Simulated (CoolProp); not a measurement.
Saturation properties of water.

Computed with CoolProp (reference Helmholtz-energy equation of state, Wagner 2002).

```tsv
T (K)	p (bar)	liquid density (kg/m³)	vapour density (kg/m³)	enthalpy of vaporisation (kJ/kg)	surface tension (mN/m)	liquid viscosity (µPa s)
321.2	0.1121	988.9	0.07587	2387	68.3	565
327.8	0.1550	985.8	0.1029	2371	67.2	506
334.3	0.2103	982.6	0.1371	2355	66.1	458
340.9	0.2829	979.0	0.1810	2339	64.9	416
347.4	0.3740	975.3	0.2352	2322	63.8	381
354	0.4907	971.2	0.3033	2306	62.6	350
360.5	0.6341	967.1	0.3855	2289	61.3	324
367.1	0.8139	962.6	0.4869	2272	60.1	301
373.6	1.031	958.0	0.6072	2255	58.8	280
380.2	1.297	953.2	0.7531	2238	57.5	262
386.7	1.613	948.2	0.9234	2220	56.2	246
393.3	1.996	943.0	1.127	2202	54.9	232
399.8	2.443	937.7	1.362	2183	53.6	219
406.4	2.976	932.1	1.638	2164	52.2	207
```

It boils at 373.1 K under 1 atm.

Viscosity comes from a separate model (Huber 2009). Surface tension comes from a separate correlation (Mulero 2012).
